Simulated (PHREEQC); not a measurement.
Consider water at 31 °C with 33 mmol/kgw KOH, 0.17 mmol/kgw H4SiO4 and 1 mmol/kgw Na2CO3. Closed to the air; pH follows from the charge balance.

Computed with PHREEQC (ion-association model, wateq4f.dat).

Precipitation was switched off in this run.

What pH, ionic strength does the model give?

pH 12.24; ionic strength 0.0360 mol/kgw.

In which forms is Si present?

H3SiO4- 78 %, H2SiO4-2 22 % of the Si.

Complexes and solids missing from the database can't appear.
